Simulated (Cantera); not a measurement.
**Pyrogenic steam for wet oxidation**

A perfectly stirred reactor is fed with 38.5 % H₂, 25.6 % O₂, 35.9 % N₂, equivalence ratio 0.75, at 13300 Pa; it is held at 975 K, and followed from long to short residence time.

Cantera simulation using GRI-Mech 3.0 (53 species, 325 reactions); the numbers are that mechanism's predictions, not measurements. Radical loss at walls, strong at low pressure, is not modelled. The temperature is held fixed by assumption; the heat of reaction is taken as removed at once.

```tsv
τ (s)	x H₂	x O₂	x N₂O	x NO	x NO₂	x H	x O
6.4	0.00200	0.0803	6.15e-8	4.85e-9	4.16e-10	5.49e-6	8.69e-6
3.3	0.00257	0.0805	5.58e-8	6.05e-9	3.07e-10	1.06e-5	1.50e-5
1.7	0.00336	0.0809	4.96e-8	8.23e-9	2.45e-10	2.04e-5	2.53e-5
0.88	0.00445	0.0814	4.32e-8	1.19e-8	2.08e-10	3.91e-5	4.15e-5
0.45	0.00601	0.0821	3.67e-8	1.79e-8	1.81e-10	7.57e-5	6.74e-5
0.24	0.00804	0.0830	3.09e-8	2.64e-8	1.59e-10	0.000140	0.000104
0.12	0.0112	0.0844	2.50e-8	4.01e-8	1.37e-10	0.000274	0.000164
0.063	0.0152	0.0862	2.01e-8	5.82e-8	1.17e-10	0.000509	0.000247
0.032	0.0210	0.0889	1.58e-8	8.41e-8	9.85e-11	0.000965	0.000374
0.017	0.0284	0.0923	1.24e-8	1.16e-7	8.28e-11	0.00173	0.000543
0.0086	0.0393	0.0974	9.44e-9	1.58e-7	6.82e-11	0.00319	0.000802
```
x: mole fraction; the columns are a selection and need not sum to one.
